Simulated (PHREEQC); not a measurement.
**Reverse-osmosis permeate (model solution)**

Synthetic water in mmol/kgw, 65 °C, pH 5.84, pe 8.1: Na 0.0149; K 4.34e-05; Ca 0.0367; Mg 0.0292; Cl 0.0707; S(6) 0.0164; Alkalinity (meq/kgw) 0.0417; Si 2.4e-05; Br 3.81e-05; Ba 5.05e-05.

Valence states are taken as typed.

All values are PHREEQC results (ion-association model, phreeqc.dat), not measurements.

| Quantity | Result |
|---|---|
| ionic strength | 0.000228 mol/kgw |
| charge-balance error | 0.6 % |

```
species  molality  activity   log γ
-------  --------  --------  ------
CO2      0.000121  0.000121   0.000
Cl-       7.07e-5   6.94e-5  -0.008
HCO3-     4.30e-5   4.22e-5  -0.008
Ca+2      3.66e-5   3.39e-5  -0.032
Mg+2      2.89e-5   2.69e-5  -0.032
SO4-2     1.60e-5   1.49e-5  -0.033
Na+       1.49e-5   1.46e-5  -0.008
H+        1.47e-6   1.44e-6  -0.008
MgSO4     2.32e-7   2.32e-7   0.000
CaSO4     1.17e-7   1.17e-7   0.000
OH-       8.86e-8   8.69e-8  -0.008
Ba+2      5.01e-8   4.65e-8  -0.033
K+        4.34e-8   4.26e-8  -0.008
Br-       3.81e-8   3.74e-8  -0.008
```

No solid was allowed to form. Away from 25 °C the constants follow the database's enthalpies or fits; those with neither stay at their 25 °C values.
